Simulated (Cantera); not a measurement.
Feed: 1 mol B2O3, 37 mol H2, 54 mol N2, held at 1675 °C and 1.70 mbar.

Method: chemical equilibrium by Gibbs-energy minimisation in Cantera with the NASA 1993 tables (ideal gas, pure condensed phases). Candidate condensed phases: B, BN, B2O3, B3O3H3, H2O; 39 gas species. Kinetics and transport are ignored.

**Question.** What is the equilibrium state?

**Answer.** 
| Property | Value |
|---|---|
| x(N2) | 0.581 |
| x(H2) | 0.381 |
| x(H) | 0.0169 |
| x(HBO2) | 0.00661 |
| x(HBO) | 0.00597 |
| x(BO) | 0.00405 |
| x(B2O3) | 0.00215 |
| x(H2O) | 0.00195 |
| x(B2O2) | 0.000275 |
| gas amount | 92.98 mol |
| log10 activity of B(s) (absent) | -3.87 |
| log10 activity of B3O3H3(s) (absent) | -18.58 |
